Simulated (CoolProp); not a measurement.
Aqueous calcium chloride as a coolant, 14 % by mass, freezing at -9.9 °C, 1 atm.

The numbers come from the Melinder's fits for secondary coolants in CoolProp.

```json
[
 {"T (°C)": "-4.6", "viscosity (mPa s)": "2.90", "density (kg/m³)": "1127", "Prandtl number": "17.8", "conductivity (W/(m K))": "0.545"},
 {"T (°C)": "1.5", "viscosity (mPa s)": "2.41", "density (kg/m³)": "1126", "Prandtl number": "14.5", "conductivity (W/(m K))": "…"},
 {"T (°C)": "7.7", "viscosity (mPa s)": "2.02", "density (kg/m³)": "1125", "Prandtl number": "12.0", "conductivity (W/(m K))": "0.563"},
 {"T (°C)": "13.8", "viscosity (mPa s)": "1.72", "density (kg/m³)": "1124", "Prandtl number": "10.1", "conductivity (W/(m K))": "0.573"},
 {"T (°C)": "19.9", "viscosity (mPa s)": "1.48", "density (kg/m³)": "1124", "Prandtl number": "8.65", "conductivity (W/(m K))": "…"},
 {"T (°C)": "26.1", "viscosity (mPa s)": "1.29", "density (kg/m³)": "1122", "Prandtl number": "7.45", "conductivity (W/(m K))": "0.592"},
 {"T (°C)": "32.2", "viscosity (mPa s)": "1.14", "density (kg/m³)": "1120", "Prandtl number": "6.50", "conductivity (W/(m K))": "0.601"},
 {"T (°C)": "38.4", "viscosity (mPa s)": "1.01", "density (kg/m³)": "1117", "Prandtl number": "…", "conductivity (W/(m K))": "0.611"}
]
```

**Question.** Complete the blanks.

**Answer.** 
- 1.5, conductivity (W/(m K)): 0.554
- 19.9, conductivity (W/(m K)): 0.582
- 38.4, Prandtl number: 5.70
